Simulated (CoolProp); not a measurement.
Aqueous ethylene glycol as a coolant, at 12 °C, 1 atm.

Model: Melinder's fits for secondary coolants, in CoolProp.

| mass % | freezing point (°C) | cp (kJ/(kg K)) | viscosity (mPa s) | Prandtl number | density (kg/m³) |
|---|---|---|---|---|---|
| 3.5 | -1.1 | 4.138 | 1.35 | 9.77 | 1003 |
| 9 | -3.0 | 4.056 | 1.55 | 11.5 | 1011 |
| 14.6 | -5.3 | 3.971 | 1.81 | 13.8 | 1019 |
| 20.1 | -8.0 | 3.880 | 2.12 | 16.5 | 1027 |
| 25.6 | -11.4 | 3.780 | 2.47 | 19.6 | 1035 |
| 31.1 | -15.5 | 3.672 | 2.87 | 23.3 | 1043 |
| 36.7 | -20.5 | 3.556 | 3.35 | 27.6 | 1051 |
| 42.2 | -26.2 | 3.438 | 3.91 | 32.7 | 1059 |
| 47.7 | -32.9 | 3.319 | 4.57 | 38.7 | 1066 |
| 53.2 | -40.5 | 3.199 | 5.35 | 45.8 | 1073 |
